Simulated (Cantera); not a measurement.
Cantera run, input and output.

```python
import numpy as np
import cantera as ct

gas = ct.Solution("SiF4_NH3_mec.yaml", "gas")
gas.TPX = 1750, 101325, {'NH3': 1, 'N2': 0.31}
inlet = ct.Reservoir(gas, clone=True)

reactor = ct.IdealGasConstPressureReactor(gas, energy="off", clone=False)
exhaust = ct.Reservoir(gas, clone=True)
tau = [2.7, 0.84, 0.26, 0.081, 0.025, 0.0078, 0.0024, 0.00076][0]
for a, b in ((inlet, reactor), (reactor, exhaust)):
    ct.MassFlowController(a, b, mdot=lambda t: reactor.mass / tau)
net = ct.ReactorNet([reactor])
show = ['NH3', 'NH', 'H2', 'N2H4', 'N2']

rows = []
print(f"{'tau/s':>10s}{'T/K':>9s}" + "".join(f"{s:>11s}" for s in show))
for tau in [2.7, 0.84, 0.26, 0.081, 0.025, 0.0078, 0.0024, 0.00076]:
    net.initial_time = 0.0
    net.advance(30 * tau)
    before = gas.X
    net.advance(40 * tau)
    drift = np.max(np.abs(gas.X - before) / (gas.X + 1e-9))
    rows.append([gas.T, *gas[show].X, drift])
    print(f"{tau:10.3e}{gas.T:9.1f}" + "".join(f"{x:11.3e}" for x in gas[show].X))
```

It prints:

```
     tau/s      T/K        NH3         NH         H2       N2H4         N2
 2.700e+00   1750.0  1.827e-01  9.014e-07  4.938e-01  4.006e-08  3.233e-01
 8.400e-01   1750.0  3.416e-01  1.203e-06  3.586e-01  1.024e-07  2.996e-01
 2.600e-01   1750.0  5.328e-01  1.391e-06  1.960e-01  1.957e-07  2.710e-01
 8.100e-02   1750.0  6.683e-01  1.378e-06  8.066e-02  2.780e-07  2.508e-01
 2.500e-02   1750.0  7.307e-01  1.206e-06  2.756e-02  3.314e-07  2.414e-01
 7.800e-03   1750.0  7.529e-01  1.022e-06  8.721e-03  3.526e-07  2.381e-01
 2.400e-03   1750.0  7.602e-01  8.731e-07  2.531e-03  3.314e-07  2.370e-01
 7.600e-04   1750.0  7.624e-01  6.665e-07  6.558e-04  2.441e-07  2.367e-01
```

Detailed kinetics in Cantera: the gas-phase N/H chemistry of the illustrative SiF4/NH3 mechanism in the Surface Chemkin manual (1991). Walls and surfaces, which speed up NH3 decomposition in real reactors, are not modelled.
